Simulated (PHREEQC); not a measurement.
Solution (25 °C): 0.02 mol/kgw NH4HF2, 0.087 mol/kgw (NH4)2SiF6, 0.024 mol/kgw H3PO4 and 0.00022 mol/kgw H2SO4. Closed to the air; pH follows from the charge balance.

Computed with PHREEQC (ion-association model, phreeqc.dat).

No solid was allowed to form.

Q: Estimate the pH, density, ionic strength.

A: pH 2.36; density 1.007 g/cm³; ionic strength 0.287 mol/kgw.

Q: In which forms is F present?

A: SiF6-2 93 %, HF 5.5 %, F- 1.3 % of the F.

SiF6-2 is the database's only silicon fluoride.
